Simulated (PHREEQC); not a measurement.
1 kg of water holding 0.0036 mol/kgw Na2CO3 and 0.27 mol/kgw Na2SO4 is evaporated at 75 °C; the solids stay in contact with the brine. The system is closed to CO2. The run lets Burkeite, Mirabilite, Nahcolite, Natron, Thenardite, Trona precipitate or redissolve, and no other solid.

The numbers come from PHREEQC with the Pitzer model, pitzer.dat.

| water left (kg) | ionic strength | water activity | Thenardite (mol) | C in solution (mol/kgw) |
|---|---|---|---|---|
| 1 | 0.819 | 0.989 | 0 | 0.00360 |
| 0.6755 | 1.21 | 0.985 | 0 | 0.00533 |
| 0.5552 | 1.48 | 0.982 | 0 | 0.00648 |
| 0.4563 | 1.80 | 0.978 | 0 | 0.00789 |
| 0.3083 | 2.66 | 0.968 | 0 | 0.0117 |
| 0.2082 | 3.94 | 0.954 | 0 | 0.0173 |
| 0.1712 | 4.79 | 0.944 | 0 | 0.0210 |
| 0.1407 | 5.83 | 0.933 | 0 | 0.0256 |
| 0.09504 | 8.63 | 0.902 | 0 | 0.0379 |
| 0.0642 | 9.05 | 0.897 | 0.0797 | 0.0561 |
| 0.05277 | 9.05 | 0.897 | 0.114 | 0.0682 |
| 0.04337 | 9.05 | 0.897 | 0.143 | 0.0830 |
| 0.02932 | 9.05 | 0.896 | 0.185 | 0.123 |
| 0.01981 | 9.04 | 0.895 | 0.214 | 0.182 |
| 0.0163 | 9.04 | 0.894 | 0.224 | 0.221 |
| 0.01339 | 9.04 | 0.894 | 0.233 | 0.269 |
| 0.009054 | 9.04 | 0.891 | 0.246 | 0.398 |
| 0.006118 | 9.06 | 0.887 | 0.255 | 0.588 |
| 0.005037 | 9.08 | 0.885 | 0.258 | 0.715 |

Thenardite from water left = 0.0781 kg (pH 10.29).

At this temperature some constants are extrapolated from 25 °C, and those without enthalpy data are left unchanged.
